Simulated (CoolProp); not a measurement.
c-C4F8 (RC318) along the isotherm 246.6 K: density (kg/m³) from the reference equation and from simpler models built on Tc = 388.4 K, pc = 27.78 bar, ω = 0.355; each cubic takes its own stable root.

Values from CoolProp's reference Helmholtz-energy equation of state, Platzer 1990. This equation is an older, rougher fit; its heat capacities, sound speeds and derivatives of the liquid may be far off and weren't checked against measurements.

```
p (bar)   phase  reference  van der Waals  Peng-Robinson
-------  ------  ---------  -------------  -------------
3.47     liquid       1687           1035           1799
6.94     liquid       1688           1039           1801
10.4     liquid       1689           1043           1802
13.9     liquid       1691           1046           1804
17.4     liquid       1692           1050           1806
20.8     liquid       1693           1053           1807
24.3     liquid       1694           1057           1809
27.8     liquid       1695           1060           1811
31.2     liquid       1696           1063           1812
34.7     liquid       1697           1066           1814
38.2     liquid       1699           1069           1816
41.7     liquid       1700           1072           1817
```
